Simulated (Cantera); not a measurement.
An adiabatic, constant-pressure homogeneous reactor starts with 3.84 % CH4, 2.76 % H2, 13.5 % O2, 79.9 % N2, equivalence ratio 0.67, at 1450 K and 9750 Torr.

Detailed kinetics in Cantera: GRI-Mech 3.0 (53 species, 325 reactions). The pressure lies above the range GRI-Mech 3.0 was tuned for (to about 10 atm).

One state of this run: T (K) = 2413; x CH4 = <1e-12; x H2 = 0.000527; x O2 = 0.0442; x H2O2 = 4.55e-7; x CH3 = <1e-12. x: mole fraction; the columns are a selection and need not sum to one.

Which value of t (s) does it belong to?
(A) 1.00e-6
(B) 2.85e-5
(C) 9.32e-6
(D) 0.000809

D, 0.000809
